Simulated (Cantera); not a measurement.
A closed system holds: 1 mol MgO, 4.3 mol C, 0.13 mol H2, 0.53 mol CH4, at 1898 K and 0.0100 bar.

Cantera equilibrium calculation (NASA polynomials, part measured and part estimated; ideal gas, pure solids and liquids). Candidate condensed phases: C, C6H6, C7H8, C8H18, H2O, Mg, MgCO3, MgO, Mg(OH)2; 116 gas species. The tables' values for MgH are old estimates; treat these amounts as uncertain. Equilibrium is a limit: real reactors are often held back by kinetics, nucleation or transport.

Question: What is the equilibrium state?

Answer: 
- x(H2) = 0.370
- x(CO) = 0.313
- x(Mg) = 0.313
- x(H) = 0.00475
- x(MgH) = 0.000276
- x(C2H2 (acetylene)) = 0.000139
- n(C(graphite)) = 3.83 mol
- gas amount = 3.197 mol
- log10 activity of Mg(l) (absent) = -3.85
